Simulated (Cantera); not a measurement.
A closed system holds: 1 mol Si, 9.7 mol HCl, 1.3 mol N₂, at 1152 °C and 2.20 Pa.

These are equilibrium values from Cantera (NASA tables, ideal gas, pure condensed phases), not measurements of a reactor. Candidate condensed phases: NH₄Cl, Si, Si₃N₄; 28 gas species. The tables' values for SiCl₃ are old estimates; treat these amounts as uncertain. Rates play no part.

Base state: HCl 0.693, N₂ 0.118, H₂ 0.0947, SiCl₂ 0.0865, SiCl₃ 0.00379, Cl 0.00268, SiCl₄ 0.000652, H 0.000447 (mole fractions); condensed: gas only.

What changes in the equilibrium state with this change: temperature from 1152 °C to 1002 °C?


```csv
species,before,after
HCl,0.693,0.682
N₂,0.118,0.120
H₂,0.0947,0.106
SiCl₂,0.0865,0.0733
SiCl₄,0.000652,0.00881
Cl,0.00268,0.000279
H,0.000447,5.12e-5
SiHCl₃,6.97e-6,5.53e-5
SiCl₃,0.00379,0.00996
```
